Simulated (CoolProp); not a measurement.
Vapour-liquid equilibrium of n-perfluorobutane (1) + R365MFC (2) at 36.95 °C; x and y are mole fractions of (1).

Computed with CoolProp (multi-fluid Helmholtz-energy mixture model, Gao 2022 and Lemmon 2016; pair parameters Bell 2016).

```
x      bubble pressure (bar)  y at the bubble point  dew pressure at overall composition x (bar)  liquid density (mol/L)
-----  ---------------------  ---------------------  -------------------------------------------  ----------------------
0.05                   1.529                  0.423                                       0.9470                   8.163
0.125             (withheld)                  0.608                                        1.026                   7.943
0.2               (withheld)                  0.681                                        1.119                   7.730
0.275                  2.835                  0.720                                        1.231                   7.526
0.35                   3.013                  0.745                                   (withheld)                   7.330
0.425                  3.146                  0.764                                        1.534                   7.145
0.5                    3.258             (withheld)                                        1.746                   6.969
0.575                  3.361                  0.799                                        2.022              (withheld)
0.65                   3.461                  0.820                                        2.390                   6.649
0.725                  3.560                  0.844                                        2.872                   6.506
0.8                    3.657                  0.874                                        3.364                   6.374
0.875                  3.746                  0.911                                   (withheld)                   6.254
0.95              (withheld)             (withheld)                                        3.809                   6.146
```

What belongs in the gaps?


- 0.125, bubble pressure (bar): 2.171
- 0.2, bubble pressure (bar): 2.575
- 0.35, dew pressure at overall composition x (bar): 1.366
- 0.5, y at the bubble point: 0.782
- 0.575, liquid density (mol/L): 6.804
- 0.875, dew pressure at overall composition x (bar): 3.661
- 0.95, bubble pressure (bar): 3.820
- 0.95, y at the bubble point: 0.960

No azeotrope shows between x = 0.05 and 0.95.

Pair parameters are fitted to limited data, so mixtures are less certain than the pure fluids. With so large a gap from Raoult's law the liquid may split in two, which this calculation doesn't test in full.
